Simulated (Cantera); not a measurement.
Input: 1 mol SiH4, 0.43 mol CO2, 100 mol N2, equilibrated at 6.40e-5 bar.

These are equilibrium values from Cantera (NASA tables, ideal gas, pure condensed phases), not measurements of a reactor. Candidate condensed phases: C, C6H6, C7H8, C8H18, H2O, Si, SiC, SiO2, Si2N2O, Si3N4; 151 gas species. Rates play no part.

Task: At 1473 K, list the 5 most abundant gas species with their mole fractions, and the condensed phases.

Result: N2 0.972, H2 0.0193, SiO 0.00694, CO 0.00142, H 0.000220. Condensed: SiC(s).
